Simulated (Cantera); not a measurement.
# Adiabatic ignition

An adiabatic, constant-volume homogeneous reactor starts with 14.1 % CH4, 16.7 % O2, 43.8 % N2, 25.4 % CO2, at 1725 K and 3750 Torr.

Model: GRI-Mech 3.0 (53 species, 325 reactions), integrated in Cantera.

```json
[
 {"t (s)": "1.00e-6", "T (K)": "1725", "P (bar)": "5.00", "x CH4": "0.141", "x O2": "0.167", "x CO2": "0.254", "x H2O2": "1.19e-7", "x HCN": "<1e-12", "x OH": "2.84e-7", "x HO2": "4.56e-6"},
 {"t (s)": "2.90e-6", "T (K)": "1725", "P (bar)": "5.00", "x CH4": "0.141", "x O2": "0.167", "x CO2": "0.254", "x H2O2": "3.28e-7", "x HCN": "<1e-12", "x OH": "5.95e-7", "x HO2": "1.06e-5"},
 {"t (s)": "8.42e-6", "T (K)": "1724", "P (bar)": "5.00", "x CH4": "0.141", "x O2": "0.166", "x CO2": "0.254", "x H2O2": "5.70e-7", "x HCN": "<1e-12", "x OH": "1.65e-6", "x HO2": "1.72e-5"},
 {"t (s)": "2.44e-5", "T (K)": "1731", "P (bar)": "5.02", "x CH4": "0.137", "x O2": "0.165", "x CO2": "0.254", "x H2O2": "1.60e-6", "x HCN": "4.04e-12", "x OH": "6.05e-6", "x HO2": "4.31e-5"},
 {"t (s)": "7.09e-5", "T (K)": "2820", "P (bar)": "9.25", "x CH4": "1.94e-12", "x O2": "0.00348", "x CO2": "0.167", "x H2O2": "5.05e-7", "x HCN": "8.41e-9", "x OH": "0.0112", "x HO2": "3.79e-6"},
 {"t (s)": "0.000206", "T (K)": "2835", "P (bar)": "9.28", "x CH4": "2.39e-12", "x O2": "0.00281", "x CO2": "0.167", "x H2O2": "4.51e-7", "x HCN": "2.65e-8", "x OH": "0.0103", "x HO2": "3.07e-6"},
 {"t (s)": "0.000597", "T (K)": "2828", "P (bar)": "9.26", "x CH4": "2.50e-12", "x O2": "0.00263", "x CO2": "0.167", "x H2O2": "4.30e-7", "x HCN": "5.33e-8", "x OH": "0.00994", "x HO2": "2.87e-6"},
 {"t (s)": "0.00173", "T (K)": "2826", "P (bar)": "9.26", "x CH4": "2.54e-12", "x O2": "0.00257", "x CO2": "0.167", "x H2O2": "4.24e-7", "x HCN": "6.18e-8", "x OH": "0.00984", "x HO2": "2.81e-6"},
 {"t (s)": "0.00503", "T (K)": "2826", "P (bar)": "9.26", "x CH4": "2.54e-12", "x O2": "0.00257", "x CO2": "0.167", "x H2O2": "4.24e-7", "x HCN": "6.19e-8", "x OH": "0.00984", "x HO2": "2.81e-6"},
 {"t (s)": "0.0146", "T (K)": "2826", "P (bar)": "9.26", "x CH4": "2.54e-12", "x O2": "0.00257", "x CO2": "0.167", "x H2O2": "4.24e-7", "x HCN": "6.19e-8", "x OH": "0.00984", "x HO2": "2.81e-6"},
 {"t (s)": "0.0423", "T (K)": "2826", "P (bar)": "9.26", "x CH4": "2.54e-12", "x O2": "0.00257", "x CO2": "0.167", "x H2O2": "4.24e-7", "x HCN": "6.19e-8", "x OH": "0.00984", "x HO2": "2.81e-6"},
 {"t (s)": "0.123", "T (K)": "2826", "P (bar)": "9.26", "x CH4": "2.54e-12", "x O2": "0.00257", "x CO2": "0.167", "x H2O2": "4.24e-7", "x HCN": "6.19e-8", "x OH": "0.00984", "x HO2": "2.81e-6"},
 {"t (s)": "0.356", "T (K)": "2826", "P (bar)": "9.26", "x CH4": "2.54e-12", "x O2": "0.00257", "x CO2": "0.167", "x H2O2": "4.24e-7", "x HCN": "6.19e-8", "x OH": "0.00984", "x HO2": "2.81e-6"},
 {"t (s)": "1.03", "T (K)": "2826", "P (bar)": "9.26", "x CH4": "2.54e-12", "x O2": "0.00257", "x CO2": "0.167", "x H2O2": "4.24e-7", "x HCN": "6.19e-8", "x OH": "0.00984", "x HO2": "2.81e-6"},
 {"t (s)": "3.00", "T (K)": "2826", "P (bar)": "9.26", "x CH4": "2.54e-12", "x O2": "0.00257", "x CO2": "0.167", "x H2O2": "4.24e-7", "x HCN": "6.19e-8", "x OH": "0.00984", "x HO2": "2.81e-6"}
]
```
x: mole fraction; the columns are a selection and need not sum to one.

The time of steepest temperature rise is 61.8 µs and the temperature at 3.00 s is 2826 K. The equilibrium temperature comes out as 2826 K, the x(CH4) at 3.00 s is 2.54e-12 (gas-phase equilibrium 2.99e-12) and the x(O2) at 3.00 s comes out as 0.00257 (gas-phase equilibrium 0.00257). The x(CO2) at 3.00 s is 0.167 (gas-phase equilibrium 0.167).
